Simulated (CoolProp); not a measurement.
Computed with CoolProp (reference Helmholtz-energy equation of state, Lemmon 2006). It is a short technical equation, of lower accuracy than the large ones.

**Question.** Give the vapour pressure (MPa), vapour Z, surface tension (mN/m) of saturated toluene at 448 K.

**Answer.** 
```json
[
 {"T (K)": "448", "p (MPa)": "0.467", "vapour Z": "0.883", "surface tension (mN/m)": "11.1"}
]
```

Surface tension comes from a separate correlation (Mulero 2012).
